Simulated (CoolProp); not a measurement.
Cyclohexane at 293.15 K and 0.00725 MPa is throttled through a valve to 0.000656 MPa with no heat exchange. Each further row changes one setting.

Model: reference Helmholtz-energy equation of state, Zhou 2014, in CoolProp.

```
case                          temperature change (K)  final density (kg/m³)
----------------------------  ----------------------  ---------------------
as stated                                       -0.3                    ___
outlet pressure 0.000197 MPa                     ___                    ___
outlet pressure 0.000853 MPa                    -0.3                    ___
```

### Question
What belongs in the gaps?

### Answer

- as stated, final density (kg/m³): 0.0227
- outlet pressure 0.000197 MPa, temperature change (K): -0.4
- outlet pressure 0.000197 MPa, final density (kg/m³): 0.00681
- outlet pressure 0.000853 MPa, final density (kg/m³): 0.0295
